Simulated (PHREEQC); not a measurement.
Make-up at 50 °C: 0.21 mol/kgw H2SO4, 0.001 mol/kgw H3BO3 and 0.00012 mol/kgw MgCl2. Closed to the air; pH follows from the charge balance.

Equilibrium calculation in PHREEQC: ion-association model, phreeqc.dat.

Question: The ionic strength comes out as 0.245 mol/kgw. What activity coefficients do HSO4-, H+, SO4-2, Cl-, Mg+2 get?

Answer: HSO4- 0.73, H+ 0.78, SO4-2 0.26, Cl- 0.69, Mg+2 0.31.

This is a speciation only: nothing precipitates in the calculation. At this temperature some constants are extrapolated from 25 °C, and those without enthalpy data are left unchanged.
